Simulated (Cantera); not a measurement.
Input: 1 mol Si3N4, 0.57 mol N2O, 12 mol H2, equilibrated at 850 °C and 13.0 mbar.

Equilibrium computed with Cantera from the NASA thermochemical tables; the gas is ideal and each condensed phase is pure. Candidate condensed phases: H2O, Si, SiO2, Si2N2O, Si3N4; 35 gas species. Mutual solubility and eutectic melting of coexisting phases are not modelled. Equilibrium is a limit: real reactors are often held back by kinetics, nucleation or transport.

Base state: H2 0.940, N2 0.0596 (mole fractions); condensed: Si2N2O(s) + Si3N4(s).

**Question.** What changes in the equilibrium state with this change: temperature from 850 °C to 1950 °C?

**Answer.** 
| species | before | after |
|---|---|---|
| H2 | 0.940 | 0.720 |
| N2 | 0.0596 | 0.159 |
| H | 3.62e-7 | 0.0477 |
| Si | <1e-9 | 0.0354 |
| SiO | <1e-9 | 0.0354 |
| SiH | <1e-9 | 0.00145 |
| Si2 | <1e-9 | 0.000592 |
| Si2N | <1e-9 | 0.000282 |
| Si2N2O(s), mol | 0.570 | 0 |
| Si3N4(s), mol | 0.620 | 0 |
| Si(l), mol | 0 | 1.79 |
The tables' values for SiN are old estimates; treat these amounts as uncertain. Gases not in the tables: Si2H6 and higher silanes.
